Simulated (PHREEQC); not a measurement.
Dissolve 0.068 mol/kgw HF, 0.066 mol/kgw NaOH and 0.00053 mol/kgw KCl at 25 °C. Closed to the air; pH follows from the charge balance.

The numbers come from PHREEQC with the ion-association model, phreeqc.dat.

```json
[
 {"quantity": "pH", "before": "4.68", "after": "13.56"},
 {"quantity": "NaF (mol/kgw)", "before": "0.00151", "after": "0.00843"},
 {"quantity": "SI of Halite (NaCl)", "before": "-6.23", "after": "-5.37"},
 {"quantity": "SI of Sylvite (KCl)", "before": "-7.65", "after": "-7.85"}
]
```

### Question
What was changed between the two runs?
A) 0.0023 mol/kgw KF added
B) HF from 0.068 to 0.136 mol/kgw
C) NaOH from 0.066 to 0.66 mol/kgw
D) HF from 0.068 to 0.0748 mol/kgw
E) temperature from 25 to 55 °C

### Answer
C, NaOH from 0.066 to 0.66 mol/kgw

Precipitation was switched off in this run.
